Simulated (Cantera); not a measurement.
Mixture: 2.33 % C3H8, 13.4 % O2, 84.3 % N2, at 5.00 bar, adiabatic and at constant pressure. Ignition delay is the time to a rise of 400 K.

Cantera simulation using GRI-Mech 3.0 (53 species, 325 reactions); the numbers are that mechanism's predictions, not measurements. GRI-Mech 3.0 was tuned for natural gas; its chemistry of propane as a main component is partial and can be far from experiment.

Q: Predict: delay at 1225 K; delay at 1325 K; delay at 1425 K; delay at 1525 K; delay at 1625 K; delay at 1725 K; delay at 1825 K; apparent activation energy between 1625 and 1825 K.

A: 
```
Property                                                Result
--------------------------------------------------  ----------
delay at 1225 K                                        2.26 ms
delay at 1325 K                                       0.399 ms
delay at 1425 K                                        96.1 µs
delay at 1525 K                                        31.5 µs
delay at 1625 K                                        13.4 µs
delay at 1725 K                                        7.01 µs
delay at 1825 K                                        4.29 µs
apparent activation energy between 1625 and 1825 K  140 kJ/mol
```
